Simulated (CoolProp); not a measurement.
Properties of hydrogen chloride along the isobar 0.101 MPa.

Model: reference Helmholtz-energy equation of state, Thol 2018, in CoolProp.

```tsv
T (K)	phase	density (kg/m³)	speed of sound (m/s)
261	gas	1.713	287.1
286.5	gas	1.556	301.2
312	gas	1.427	314.6
337.5	gas	1.318	327.4
363	gas	1.224	339.7
388.5	gas	1.143	351.6
413.9	gas	1.072	363.0
439.4	gas	1.010	374.0
464.9	gas	0.9541	384.7
490.4	gas	0.9043	395.0
515.9	gas	0.8594	405.1
541.4	gas	0.8188	414.8
```
